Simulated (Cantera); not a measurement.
A perfectly stirred reactor is fed with CH3OH : O2 : N2 = 1 : 1.15 : 4.34 (molar parts), at 100000 Pa; it is adiabatic with a 498 K inlet, and is followed from long to short residence time, starting on the burning branch (τ in s: 0.44, 0.2, 0.088, 0.039, 0.017, 0.0078, 0.0035, 0.0016, 0.00069, 0.00031, 0.00014, 6.2e-05, 2.8e-05).

Computed with Cantera and GRI-Mech 3.0 (53 species, 325 reactions). GRI-Mech 3.0 was tuned for natural gas; its chemistry of methanol as a main component is partial and can be far from experiment.

What does this change do: N2 4.34 to 3 parts?


```csv
quantity,before,after
"blow-out, bracketed by the residence times tried","burning at 62.0 µs, out at 28.0 µs","burning at 28.0 µs, the shortest tried"
x(CH3OH) at τ = 0.440 s,3.37e-7,1.11e-7
x(O2) at τ = 0.440 s,0.000136,0.00101
x(CH4) at τ = 0.440 s,4.25e-7,5.88e-8
x(HCN) at τ = 0.440 s,8.46e-8,3.49e-8
x(HCO) at τ = 0.440 s,3.19e-8,5.92e-8
x(CH3OH) at τ = 3.50 ms,1.00e-5,7.50e-6
x(O2) at τ = 3.50 ms,0.00254,0.00377
x(CH4) at τ = 3.50 ms,1.72e-6,1.27e-6
x(HCN) at τ = 3.50 ms,5.46e-7,4.51e-7
x(HCO) at τ = 3.50 ms,1.37e-6,1.24e-6
```

What does this change do: pressure from 100000 Pa to 580000 Pa?


```csv
quantity,before,after
"blow-out, bracketed by the residence times tried","burning at 62.0 µs, out at 28.0 µs","burning at 28.0 µs, the shortest tried"
x(CH3OH) at τ = 0.440 s,3.37e-7,1.46e-7
x(O2) at τ = 0.440 s,0.000136,2.20e-5
x(CH4) at τ = 0.440 s,4.25e-7,1.33e-6
x(HCN) at τ = 0.440 s,8.46e-8,8.31e-8
x(HCO) at τ = 0.440 s,3.19e-8,4.43e-8
x(CH3OH) at τ = 3.50 ms,1.00e-5,6.10e-6
x(O2) at τ = 3.50 ms,0.00254,0.000425
x(CH4) at τ = 3.50 ms,1.72e-6,4.83e-6
x(HCN) at τ = 3.50 ms,5.46e-7,6.43e-7
x(HCO) at τ = 3.50 ms,1.37e-6,3.90e-7
```
